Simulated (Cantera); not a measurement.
Reactions in the system F-N-O

Standard-state values (1 bar) from the NASA 1993 polynomials, evaluated with Cantera. Values are per mole of reaction as written; species without (g) are pure solids or liquids, kept so even where they would boil at 1 bar.

3 NO2(g) = 2 O3(g) + 3 N(g)

```json
[
 {"T (K)": "425", "ΔH° (kJ)": "1602.7", "ΔS° (J/K)": "227.7", "ΔG° (kJ)": "1506.0", "log10 K": "-185.09"},
 {"T (K)": "525", "ΔH° (kJ)": "1605.4", "ΔS° (J/K)": "233.4", "ΔG° (kJ)": "1482.9", "log10 K": "-147.54"},
 {"T (K)": "625", "ΔH° (kJ)": "1607.9", "ΔS° (J/K)": "237.8", "ΔG° (kJ)": "1459.3", "log10 K": "-121.96"},
 {"T (K)": "725", "ΔH° (kJ)": "1610.1", "ΔS° (J/K)": "241.0", "ΔG° (kJ)": "1435.4", "log10 K": "-103.41"},
 {"T (K)": "825", "ΔH° (kJ)": "1612.0", "ΔS° (J/K)": "243.5", "ΔG° (kJ)": "1411.1", "log10 K": "-89.34"},
 {"T (K)": "925", "ΔH° (kJ)": "1613.8", "ΔS° (J/K)": "245.5", "ΔG° (kJ)": "1386.7", "log10 K": "-78.30"},
 {"T (K)": "1025", "ΔH° (kJ)": "1615.3", "ΔS° (J/K)": "247.1", "ΔG° (kJ)": "1362.0", "log10 K": "-69.41"},
 {"T (K)": "1125", "ΔH° (kJ)": "1616.7", "ΔS° (J/K)": "248.3", "ΔG° (kJ)": "1337.3", "log10 K": "-62.09"},
 {"T (K)": "1225", "ΔH° (kJ)": "1617.8", "ΔS° (J/K)": "249.3", "ΔG° (kJ)": "1312.4", "log10 K": "-55.96"},
 {"T (K)": "1325", "ΔH° (kJ)": "1618.8", "ΔS° (J/K)": "250.1", "ΔG° (kJ)": "1287.4", "log10 K": "-50.75"},
 {"T (K)": "1425", "ΔH° (kJ)": "1619.8", "ΔS° (J/K)": "250.8", "ΔG° (kJ)": "1262.4", "log10 K": "-46.27"}
]
```

6 NF3(g) + 2 NO2(g) = 4 N2O(g) + 9 F2(g)

```csv
T (K),ΔH° (kJ),ΔS° (J/K),ΔG° (kJ),log10 K
425,1051.1,668.4,767.0,-94.27
525,1051.0,668.3,700.2,-69.66
625,1049.7,666.0,633.5,-52.94
725,1047.6,662.8,567.0,-40.85
825,1044.9,659.4,500.9,-31.71
925,1041.8,655.8,435.1,-24.57
1025,1038.5,652.5,369.7,-18.84
1125,1035.2,649.4,304.6,-14.14
1225,1031.9,646.6,239.8,-10.23
1325,1028.6,644.0,175.3,-6.91
1425,1025.2,641.5,111.0,-4.07
```

3 N2(g) + 2 O3(g) = 6 NO(g)

| T (K) | ΔH° (kJ) | ΔS° (J/K) | ΔG° (kJ) | log10 K |
|---|---|---|---|---|
| 425 | 265.0 | 214.4 | 173.8 | -21.37 |
| 525 | 265.0 | 214.5 | 152.4 | -15.16 |
| 625 | 264.7 | 213.9 | 131.0 | -10.95 |
| 725 | 264.2 | 213.2 | 109.6 | -7.90 |
| 825 | 263.7 | 212.5 | 88.3 | -5.59 |
| 925 | 263.1 | 211.9 | 67.1 | -3.79 |
| 1025 | 262.5 | 211.3 | 45.9 | -2.34 |
| 1125 | 262.1 | 210.9 | 24.8 | -1.15 |
| 1225 | 261.7 | 210.5 | 3.8 | -0.16 |
| 1325 | 261.3 | 210.2 | -17.3 | 0.68 |
| 1425 | 260.7 | 209.8 | -38.3 | 1.40 |
